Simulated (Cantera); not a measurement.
Cantera run, input and output.

```python
import numpy as np
import cantera as ct

gas = ct.Solution("gri30.yaml")


def delay(T, t_max=10):
    gas.TPX = T, 1800000, {'CH4': 1, 'O2': 2.47, 'N2': 9.28}
    reactor = ct.IdealGasReactor(gas, clone=False)
    net = ct.ReactorNet([reactor])
    net.rtol, net.atol = 1e-8, 1e-16
    while net.time < t_max:
        t_old, T_old = net.time, reactor.T
        net.step()
        if reactor.T > T + 400:  # ignition: a rise of 400 K
            return t_old + (T + 400 - T_old) / (reactor.T - T_old) * (net.time - t_old)
    return np.nan


taus = []
for T in [1225, 1325, 1425, 1525, 1625, 1725, 1825]:
    taus.append(delay(T))
    print(f"T0 = {T:6g} K   tau = {taus[-1]:.4e} s")
```

Result:

```
T0 =   1225 K   tau = 1.5977e-03 s
T0 =   1325 K   tau = 5.2320e-04 s
T0 =   1425 K   tau = 1.9107e-04 s
T0 =   1525 K   tau = 7.6112e-05 s
T0 =   1625 K   tau = 3.2739e-05 s
T0 =   1725 K   tau = 1.5179e-05 s
T0 =   1825 K   tau = 7.5959e-06 s
```

Cantera simulation using GRI-Mech 3.0 (53 species, 325 reactions); the numbers are that mechanism's predictions, not measurements. The pressure lies above the range GRI-Mech 3.0 was tuned for (to about 10 atm).
